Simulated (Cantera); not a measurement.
Input: 1 mol SiH4, 0.2 mol O2, held at 100000 Pa.

These are equilibrium values from Cantera (NASA tables, ideal gas, pure condensed phases), not measurements of a reactor. Candidate condensed phases: H2O, Si, SiO2; 18 gas species. Each liquid is taken as pure. Mutual solubility and eutectic melting of coexisting phases are not modelled. The tables hold silica as quartz up to 1696 K and as liquid above; real silica turns to tridymite and cristobalite and melts near 1996 K. Gases not in the tables: Si2H6 and higher silanes. The numbers say what is thermodynamically allowed, not how fast it happens.

log p: log10 of the partial pressure in bar; n: condensed amount in mol.

```csv
T (K),log p H2,log p SiO,log p H,log p H2O,log p SiH2,n Si(s),n SiO2(α-quartz),n SiO2(β-quartz),n Si(l),n SiO2(condensed)
773,0.00,<-12,<-12,<-12,<-12,0.800,0.200,0,0,0
973,0.00,-9.79,-8.97,-9.31,___,0.800,0,0.200,0,0
1173,0.00,-6.62,-6.93,-7.44,___,0.800,0,0.200,0,0
1373,0.00,-4.39,-5.48,-6.13,___,0.800,0,0.200,0,0
1573,0.00,-2.74,-4.39,-5.16,___,0.798,0,0.198,0,0
1773,-0.01,-1.51,-3.55,-4.39,___,0,0,0,0.768,0.168
1973,-0.08,-0.78,-2.91,-3.99,___,0,0,0,0.600,0
```

**Question.** What belongs in the gaps?

**Answer.** 
- 973, log p SiH2: -10.38
- 1173, log p SiH2: -8.17
- 1373, log p SiH2: -6.60
- 1573, log p SiH2: -5.44
- 1773, log p SiH2: -4.62
- 1973, log p SiH2: -4.12
